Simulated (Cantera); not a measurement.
Input: 1 mol SiC, 0.0093 mol H2O, 4.3 mol H2, 0.093 mol CO2, held at 1875 °C.

Cantera equilibrium calculation (NASA polynomials, part measured and part estimated; ideal gas, pure solids and liquids). Candidate condensed phases: C, C6H6, C7H8, C8H18, H2O, Si, SiC, SiO2; 123 gas species. Gases not in the tables: Si2H6 and higher silanes. Kinetics and transport are ignored.

Question: Which condensed phases are stable at each of these points (P (Pa)): 0.100, 2.50, 63, 1600, 40000, 1000000?

Answer: 
```json
[
 {"P (Pa)": "0.100", "condensed phases": "C(graphite)", "Si condensed (%)": "0.0"},
 {"P (Pa)": "2.50", "condensed phases": "C(graphite)", "Si condensed (%)": "0.0"},
 {"P (Pa)": "63", "condensed phases": "C(graphite) + SiC(s)", "Si condensed (%)": "80.6"},
 {"P (Pa)": "1600", "condensed phases": "SiC(s)", "Si condensed (%)": "93.3"},
 {"P (Pa)": "40000", "condensed phases": "SiC(s)", "Si condensed (%)": "94.7"},
 {"P (Pa)": "1000000", "condensed phases": "SiC(s)", "Si condensed (%)": "94.7"}
]
```

From 0.100 Pa to 2.50 Pa the condensed part is C(graphite). At 63.0 Pa the condensed part is C(graphite) + SiC(s). From 1600 Pa to 1000000 Pa the condensed part is SiC(s).
